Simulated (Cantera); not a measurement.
Gas activation for diamond growth

A perfectly stirred reactor is fed with 1.17 % CH₄, 97.6 % H₂, 1.27 % CO₂, at 100.0 Torr; it is held at 2950 K, and followed from long to short residence time.

Computed with Cantera and GRI-Mech 3.0 (53 species, 325 reactions).

| τ (s) | x CH₄ | x H₂ | x CO₂ | x C₂H | x CH₂CO | x O₂ |
|---|---|---|---|---|---|---|
| 25 | 2.32e-9 | 0.673 | 2.79e-6 | 3.37e-11 | <1e-12 | 1.10e-8 |
| 8.6 | 6.51e-9 | 0.673 | 2.80e-6 | 1.15e-10 | 1.26e-12 | 1.10e-8 |
| 2.9 | 1.91e-8 | 0.674 | 2.81e-6 | 5.21e-10 | 3.79e-12 | 1.10e-8 |
| 0.99 | 5.63e-8 | 0.674 | 2.84e-6 | 3.07e-9 | 1.19e-11 | 1.10e-8 |
| 0.33 | 1.73e-7 | 0.677 | 2.93e-6 | 2.32e-8 | 4.33e-11 | 1.10e-8 |
| 0.11 | 5.59e-7 | 0.684 | 3.23e-6 | 1.90e-7 | 2.02e-10 | 1.10e-8 |
| 0.038 | 1.95e-6 | 0.703 | 4.20e-6 | 1.37e-6 | 1.21e-9 | 1.14e-8 |
| 0.013 | 8.74e-6 | 0.748 | 7.87e-6 | 7.29e-6 | 9.26e-9 | 1.38e-8 |
| 0.0044 | 5.43e-5 | 0.821 | 2.40e-5 | 2.17e-5 | 7.64e-8 | 2.19e-8 |
| 0.0015 | 0.000277 | 0.876 | 8.97e-5 | 3.52e-5 | 3.75e-7 | 3.40e-8 |
| 0.00051 | 0.000926 | 0.904 | 0.000337 | 3.62e-5 | 7.79e-7 | 3.63e-8 |
x: mole fraction; the columns are a selection and need not sum to one.
